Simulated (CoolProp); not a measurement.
Vapour-liquid equilibrium of toluene (1) + o-xylene (2) at 0.0399 MPa; x and y are mole fractions of (1).

Computed with CoolProp (multi-fluid Helmholtz-energy mixture model, Lemmon 2006 and Zhou 2012; pair parameters Bell 2016).

| x | bubble temperature, mixture model (°C) | bubble temperature, Raoult's law (°C) | y, mixture model | y, Raoult's law |
|---|---|---|---|---|
| 0.05 | 109.9 | 109.8 | 0.119 | 0.124 |
| 0.15 | 105.4 | 105.2 | 0.319 | 0.326 |
| 0.25 | 101.3 | 101.2 | 0.478 | 0.482 |
| 0.35 | 97.5 | 97.5 | 0.602 | 0.604 |
| 0.45 | 94.2 | 94.3 | 0.701 | 0.701 |
| 0.55 | 91.2 | 91.3 | 0.780 | 0.781 |
| 0.65 | 88.5 | 88.6 | 0.844 | 0.845 |
| 0.75 | 86.0 | 86.1 | 0.897 | 0.899 |
| 0.85 | 83.8 | 83.9 | 0.943 | 0.945 |
| 0.95 | 81.7 | 81.8 | 0.982 | 0.983 |

The largest gap from Raoult's law is +0.2 K in bubble temperature, at x = 0.15. No azeotrope shows between x = 0.05 and 0.95.

Pair parameters are fitted to limited data, so mixtures are less certain than the pure fluids.
